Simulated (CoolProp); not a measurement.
Saturation properties of chlorine.

The numbers come from the reference Helmholtz-energy equation of state, Thol 2021 in CoolProp.

```json
[
 {"T (°C)": "-20.15", "p (MPa)": "0.1793", "liquid density (kg/m³)": "1525", "vapour density (kg/m³)": "[?]", "enthalpy of vaporisation (kJ/kg)": "278.9", "liquid cp (kJ/(kg K))": "0.9465"},
 {"T (°C)": "-11.15", "p (MPa)": "0.2510", "liquid density (kg/m³)": "[?]", "vapour density (kg/m³)": "8.601", "enthalpy of vaporisation (kJ/kg)": "273.3", "liquid cp (kJ/(kg K))": "0.9522"},
 {"T (°C)": "-2.25", "p (MPa)": "0.3417", "liquid density (kg/m³)": "1474", "vapour density (kg/m³)": "11.46", "enthalpy of vaporisation (kJ/kg)": "[?]", "liquid cp (kJ/(kg K))": "0.9593"},
 {"T (°C)": "6.75", "p (MPa)": "0.4567", "liquid density (kg/m³)": "1448", "vapour density (kg/m³)": "15.04", "enthalpy of vaporisation (kJ/kg)": "[?]", "liquid cp (kJ/(kg K))": "[?]"},
 {"T (°C)": "15.65", "p (MPa)": "0.5967", "liquid density (kg/m³)": "1421", "vapour density (kg/m³)": "19.36", "enthalpy of vaporisation (kJ/kg)": "255.1", "liquid cp (kJ/(kg K))": "0.9791"},
 {"T (°C)": "24.65", "p (MPa)": "0.7684", "liquid density (kg/m³)": "1394", "vapour density (kg/m³)": "24.63", "enthalpy of vaporisation (kJ/kg)": "248.2", "liquid cp (kJ/(kg K))": "0.9922"},
 {"T (°C)": "33.55", "p (MPa)": "0.9715", "liquid density (kg/m³)": "1366", "vapour density (kg/m³)": "[?]", "enthalpy of vaporisation (kJ/kg)": "241.0", "liquid cp (kJ/(kg K))": "1.008"},
 {"T (°C)": "42.55", "p (MPa)": "[?]", "liquid density (kg/m³)": "1336", "vapour density (kg/m³)": "38.33", "enthalpy of vaporisation (kJ/kg)": "233.3", "liquid cp (kJ/(kg K))": "1.026"},
 {"T (°C)": "51.45", "p (MPa)": "1.494", "liquid density (kg/m³)": "1306", "vapour density (kg/m³)": "47.06", "enthalpy of vaporisation (kJ/kg)": "225.1", "liquid cp (kJ/(kg K))": "1.048"}
]
```

### Question
Complete the blanks.

### Answer

- -20.15, vapour density (kg/m³): 6.294
- -11.15, liquid density (kg/m³): 1500
- -2.25, enthalpy of vaporisation (kJ/kg): 267.6
- 6.75, enthalpy of vaporisation (kJ/kg): 261.4
- 6.75, liquid cp (kJ/(kg K)): 0.9684
- 33.55, vapour density (kg/m³): 30.85
- 42.55, p (MPa): 1.214

It boils at -34.0 °C under 1 atm.
